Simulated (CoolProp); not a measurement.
Vapour-liquid equilibrium of R143a (1) + R1234yf (2) at 4.22 bar; x and y are mole fractions of (1).

Model: multi-fluid Helmholtz-energy mixture model, Lemmon and Jacobsen 2000 and Lemmon 2022; pair parameters Bell 2016, in CoolProp.

```tsv
x	bubble temperature, mixture model (°C)	bubble temperature, Raoult's law (°C)	y, mixture model	y, Raoult's law
0.05	7.3	7.4	0.090	0.092
0.125	5.1	5.4	0.210	0.216
0.2	3.1	3.5	0.316	0.327
0.275	1.2	1.7	0.411	0.425
0.35	-0.5	0.0	0.496	0.514
0.425	-2.1	-1.6	0.573	0.593
0.5	-3.6	-3.2	0.643	0.664
0.575	-5.0	-4.6	0.707	0.729
0.65	-6.3	-6.0	0.767	0.788
0.725	-7.6	-7.4	0.823	0.841
0.8	-8.8	-8.6	0.875	0.889
0.875	-9.9	-9.9	0.924	0.934
0.95	-11.1	-11.0	0.970	0.975
```

The largest gap from Raoult's law is -0.5 K in bubble temperature, at x = 0.35. No azeotrope shows between x = 0.05 and 0.95.

Pair parameters are fitted to limited data, so mixtures are less certain than the pure fluids.
